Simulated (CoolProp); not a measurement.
The fluid at 384 K and 1.93 MPa flows at 0.95 m/s in a round tube of 4.6 mm bore and 45 µm roughness, fully developed (64/Re and Nu = 3.66 if laminar; Colebrook and Gnielinski if turbulent). The same conditions are run with several fluids, on thermodynamics alone (safety and materials aside).

Model: reference Helmholtz-energy equation of state of each fluid (toluene: Lemmon 2006; n-pentane: Thol 2019; n-decane: Lemmon 2006; methanol: de Reuck 1993; n-nonane: Lemmon 2006), in CoolProp.

Question: Rank toluene, n-pentane, n-decane, methanol, n-nonane by Reynolds number, highest first.

Answer: n-pentane (29500), methanol (15100), toluene (13500), n-nonane (9770), n-decane (8530)

```csv
fluid,Darcy friction factor,pressure drop (Pa/m),heat-transfer coefficient (W/(m² K)),mass flow (kg/h)
toluene,0.0417,3190,2710,44.4
n-pentane,0.0396,2050,3780,30.0
n-decane,0.0437,2830,2040,37.6
methanol,0.0413,2840,4710,39.8
n-nonane,0.0430,2730,2200,36.8
```

Transport values come from each fluid's own correlations; those of n-pentane are estimates that may be off by 10 % or more.
